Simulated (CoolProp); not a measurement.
Vapour-liquid equilibrium of R125 (1) + R143a (2) at 0.168 MPa; x and y are mole fractions of (1).

Model: multi-fluid Helmholtz-energy mixture model, Lemmon 2005 and Lemmon and Jacobsen 2000; pair parameters Lemmon 2004, in CoolProp.

```csv
x,bubble temperature (K),y at the bubble point,dew temperature at overall composition x (K),liquid density (mol/L)
0.05,237.3,0.047,237.3,13.44
0.15,237.4,0.144,237.4,13.30
0.25,237.5,0.246,237.5,13.17
0.35,237.5,0.352,237.5,13.04
0.45,237.5,0.459,237.5,12.92
0.55,237.3,0.565,237.4,12.79
0.65,237.1,0.670,237.2,12.68
0.75,236.9,0.772,236.9,12.56
0.85,236.5,0.868,236.6,12.45
0.95,236.2,0.958,236.2,12.33
```

y crosses x between x = 0.25 and 0.35: the model has an azeotrope there.

The pair parameters rest on a limited set of measurements; away from them the model extrapolates.
